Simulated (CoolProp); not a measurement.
Values from CoolProp's reference Helmholtz-energy equation of state, Lemmon 2006. It is a short technical equation, of lower accuracy than the large ones.

### Question
For C3F8 (R218), give the phase and the cp (kJ/(kg K)), Prandtl number at 242.1 K and 3.27 MPa; 263.4 K and 3.27 MPa.

### Answer
- 242.1 K and 3.27 MPa: liquid; cp 0.978, Prandtl number 6.68
- 263.4 K and 3.27 MPa: liquid; cp 1.03, Prandtl number 5.57

Viscosity comes from a separate model (Huber 2003), an estimate that may be off by 10 % or more. Thermal conductivity comes from a separate model (Huber 2003), an estimate that may be off by 10 % or more.
